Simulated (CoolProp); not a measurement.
Vapour-liquid equilibrium of carbon dioxide (1) + C2F6 (R116) (2) at 5.8 bar; x and y are mole fractions of (1).

Computed with CoolProp (multi-fluid Helmholtz-energy mixture model, Span 1996 and Lemmon 2006; pair parameters Bell 2016).

```tsv
x	bubble temperature, mixture model (K)	bubble temperature, Raoult's law (K)	y, mixture model	y, Raoult's law
0.05	231.5	234.0	(withheld)	0.089
0.125	226.7	232.3	(withheld)	0.210
0.2	222.8	230.8	0.457	0.317
0.275	220.0	229.3	0.547	0.413
0.35	218.1	228.0	0.608	0.499
0.425	216.9	226.8	0.650	0.577
0.5	(withheld)	225.6	0.679	0.649
0.575	215.7	224.5	0.700	0.714
0.65	215.5	223.4	0.717	0.774
0.725	215.4	222.5	0.734	0.829
0.8	215.5	221.5	(withheld)	0.880
0.875	215.9	220.6	0.797	0.928
0.95	217.2	219.8	(withheld)	0.972
```

Q: What belongs in the gaps?

A: 
- 0.05, y, mixture model: 0.148
- 0.125, y, mixture model: 0.328
- 0.5, bubble temperature, mixture model (K): 216.2
- 0.8, y, mixture model: 0.757
- 0.95, y, mixture model: 0.884

The largest gap from Raoult's law is -9.9 K in bubble temperature, at x = 0.425. y crosses x between x = 0.725 and 0.8: the model has an azeotrope there.

Pair parameters are fitted to limited data, so mixtures are less certain than the pure fluids.
